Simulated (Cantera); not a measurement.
# Calcination and drying: CaCO₃ + CO₂ + O₂

Charge: 1 mol CaCO₃, 9.4 mol CO₂, 0.3 mol O₂, at 64.0 mbar.

Method: chemical equilibrium by Gibbs-energy minimisation in Cantera with the NASA 1993 tables (ideal gas, pure condensed phases). Candidate condensed phases: C, Ca, CaCO₃, CaO; 15 gas species. Kinetics and transport are ignored.

From 950 K to 1000 K the condensed part is CaCO₃(calcite). From 1050 K to 1450 K the condensed part is CaO(s).

```json
[
 {"T (K)": "950", "x CO₂": "0.969", "x O₂": "0.0309", "x CO": "2.22e-10", "x O": "2.21e-11", "n CaCO₃(calcite)": "1.00", "n CaO(s)": "0"},
 {"T (K)": "1000", "x CO₂": "0.969", "x O₂": "0.0309", "x CO": "1.33e-9", "x O": "1.09e-10", "n CaCO₃(calcite)": "1.00", "n CaO(s)": "0"},
 {"T (K)": "1050", "x CO₂": "0.972", "x O₂": "0.0280", "x CO": "7.05e-9", "x O": "4.43e-10", "n CaCO₃(calcite)": "0", "n CaO(s)": "1.00"},
 {"T (K)": "1100", "x CO₂": "0.972", "x O₂": "0.0280", "x CO": "3.06e-8", "x O": "1.65e-9", "n CaCO₃(calcite)": "0", "n CaO(s)": "1.00"},
 {"T (K)": "1150", "x CO₂": "0.972", "x O₂": "0.0280", "x CO": "1.17e-7", "x O": "5.50e-9", "n CaCO₃(calcite)": "0", "n CaO(s)": "1.00"},
 {"T (K)": "1200", "x CO₂": "0.972", "x O₂": "0.0280", "x CO": "4.00e-7", "x O": "1.66e-8", "n CaCO₃(calcite)": "0", "n CaO(s)": "1.00"},
 {"T (K)": "1250", "x CO₂": "0.972", "x O₂": "0.0280", "x CO": "1.24e-6", "x O": "4.58e-8", "n CaCO₃(calcite)": "0", "n CaO(s)": "1.00"},
 {"T (K)": "1300", "x CO₂": "0.972", "x O₂": "0.0280", "x CO": "3.51e-6", "x O": "1.17e-7", "n CaCO₃(calcite)": "0", "n CaO(s)": "1.00"},
 {"T (K)": "1350", "x CO₂": "0.972", "x O₂": "0.0280", "x CO": "9.20e-6", "x O": "2.79e-7", "n CaCO₃(calcite)": "0", "n CaO(s)": "1.00"},
 {"T (K)": "1400", "x CO₂": "0.972", "x O₂": "0.0280", "x CO": "2.25e-5", "x O": "6.27e-7", "n CaCO₃(calcite)": "0", "n CaO(s)": "1.00"},
 {"T (K)": "1450", "x CO₂": "0.972", "x O₂": "0.0281", "x CO": "5.17e-5", "x O": "1.33e-6", "n CaCO₃(calcite)": "0", "n CaO(s)": "1.00"}
]
```
x: gas mole fraction; n: condensed amount in mol.
